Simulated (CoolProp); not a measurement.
A Linde-Hampson liquefier for nitrogen: isothermal reversible compression at 230 K from 1 atm to 15 MPa, throttling to 1 atm, return gas leaving the recuperator 2 K below the feed. Each further row changes one setting.

Values from CoolProp's reference Helmholtz-energy equation of state, Span 2000.

```tsv
case	liquid yield per pass	compression work (kJ/kg of gas)
as stated	0.130	332
high pressure 30 MPa	0.181	380
warm-end temperature 260 K	0.090	381
warm-end gap 7 K	0.117	332
```
